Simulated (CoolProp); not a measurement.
n-nonane along the isobar 2760 kPa: Z from the reference equation and from simpler models built on Tc = 594.5 K, pc = 2282 kPa, ω = 0.443; each cubic takes its own stable root.

Values from CoolProp's reference Helmholtz-energy equation of state, Lemmon 2006. It is a short technical equation, of lower accuracy than the large ones.

```
T (K)          phase  reference  van der Waals  Redlich-Kwong  Soave-Redlich-Kwong  Peng-Robinson
-----  -------------  ---------  -------------  -------------  -------------------  -------------
343.5         liquid     0.1820         0.3271         0.2241               0.2139         0.1901
380.2         liquid     0.1719         0.3064         0.2118               0.2008         0.1782
416.8         liquid     0.1646         0.2911         0.2036               0.1919         0.1700
453.4         liquid     0.1598         0.2806         0.1992               0.1868         0.1653
490.1         liquid     0.1577         0.2748         0.1990               0.1862         0.1647
526.7         liquid     0.1592         0.2746         0.2044               0.1916         0.1697
563.4         liquid     0.1675         0.2833         0.2203               0.2093         0.1862
600    supercritical     0.2096         0.3160         0.2728               0.2807         0.2558
```
